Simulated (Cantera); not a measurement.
## CHF3 + HCl + H2 (fluorocarbon and chlorocarbon gases)

Charge: 1 mol CHF3, 0.016 mol HCl, 1.3 mol H2, held at 3.80 mbar.

These are equilibrium values from Cantera (NASA tables, ideal gas, pure condensed phases), not measurements of a reactor. Candidate condensed phases: C, C6H6, C7H8, C8H18; 118 gas species. Rates play no part.

```csv
T (K),log p HF,log p H,log p F,log p H2,log p C3,log p C,log p CF,log p C2,n C(graphite)
1423,-2.46,-6.91,-10.72,-3.46,<-14,<-14,<-14,<-14,1.000
1623,-2.46,-5.89,-9.10,-3.46,<-14,<-14,-12.44,<-14,1.000
1823,-2.46,-5.10,-7.82,-3.47,-12.64,-12.33,-10.57,-13.72,1.000
2023,-2.47,-4.47,-6.79,-3.49,-10.31,-10.30,-9.07,-11.39,0.999
2223,-2.47,-3.97,-5.92,-3.54,-8.42,-8.64,-7.83,-9.47,0.998
2423,-2.48,-3.59,-5.16,-3.68,-6.84,-7.25,-6.75,-7.88,0.996
2623,-2.50,-3.34,-4.45,-3.94,-5.51,-6.08,-5.78,-6.54,0.983
2823,-2.55,-3.18,-3.83,-4.26,-4.38,-5.07,-4.93,-5.39,0.833
3023,-2.68,-3.04,-3.38,-4.54,-3.66,-4.29,-4.38,-4.56,0
3223,-2.89,-2.89,-3.09,-4.74,-3.84,-3.87,-4.27,-4.38,0
```
log p: log10 of the partial pressure in bar; n: condensed amount in mol.

From 1423 K to 2823 K the condensed part is C(graphite). From 3023 K to 3223 K nothing is condensed. The main C-bearing gas is C2H2 (acetylene) at 1423 K and C3 at 3223 K.
